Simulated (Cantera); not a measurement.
A Cantera script and its output.

```python
import numpy as np
import cantera as ct

gas = ct.Solution("h2o2.yaml")
gas.TPX = 1275, 92000, {'H2': 0.73, 'O2': 1, 'N2': 0.51}
inlet = ct.Reservoir(gas, clone=True)

reactor = ct.IdealGasConstPressureReactor(gas, energy="off", clone=False)
exhaust = ct.Reservoir(gas, clone=True)
tau = [23, 8.2, 2.8, 0.99, 0.34, 0.12, 0.041, 0.014, 0.005][0]
for a, b in ((inlet, reactor), (reactor, exhaust)):
    ct.MassFlowController(a, b, mdot=lambda t: reactor.mass / tau)
net = ct.ReactorNet([reactor])
show = ['H2', 'O2', 'OH', 'H2O', 'H2O2', 'O', 'H']

rows = []
print(f"{'tau/s':>10s}{'T/K':>9s}" + "".join(f"{s:>11s}" for s in show))
for tau in [23, 8.2, 2.8, 0.99, 0.34, 0.12, 0.041, 0.014, 0.005]:
    net.initial_time = 0.0
    net.advance(30 * tau)
    before = gas.X
    net.advance(40 * tau)
    drift = np.max(np.abs(gas.X - before) / (gas.X + 1e-9))
    rows.append([gas.T, *gas[show].X, drift])
    print(f"{tau:10.3e}{gas.T:9.1f}" + "".join(f"{x:11.3e}" for x in gas[show].X))
```

Output:

```
     tau/s      T/K         H2         O2         OH        H2O       H2O2          O          H
 2.300e+01   1275.0  1.441e-05  3.387e-01  5.462e-05  3.893e-01  8.010e-08  7.347e-07  1.648e-08
 8.200e+00   1275.0  2.970e-05  3.386e-01  7.405e-05  3.893e-01  1.392e-07  1.436e-06  4.527e-08
 2.800e+00   1275.0  6.290e-05  3.386e-01  1.020e-04  3.892e-01  2.468e-07  2.974e-06  1.308e-07
 9.900e-01   1275.0  1.299e-04  3.387e-01  1.392e-04  3.891e-01  4.289e-07  6.176e-06  3.675e-07
 3.400e-01   1275.0  2.736e-04  3.387e-01  1.911e-04  3.889e-01  7.655e-07  1.341e-05  1.066e-06
 1.200e-01   1275.0  5.632e-04  3.387e-01  2.606e-04  3.885e-01  1.388e-06  2.908e-05  3.015e-06
 4.100e-02   1275.0  1.167e-03  3.389e-01  3.624e-04  3.877e-01  2.650e-06  6.516e-05  8.802e-06
 1.400e-02   1275.0  2.338e-03  3.391e-01  5.181e-04  3.861e-01  4.959e-06  1.450e-04  2.565e-05
 5.000e-03   1275.0  4.349e-03  3.395e-01  7.588e-04  3.835e-01  8.249e-06  3.053e-04  7.132e-05
```

Computed with Cantera and the H2/O2 subset of GRI-Mech 3.0, which has no nitrogen chemistry. The temperature is held fixed by assumption; the heat of reaction is taken as removed at once.
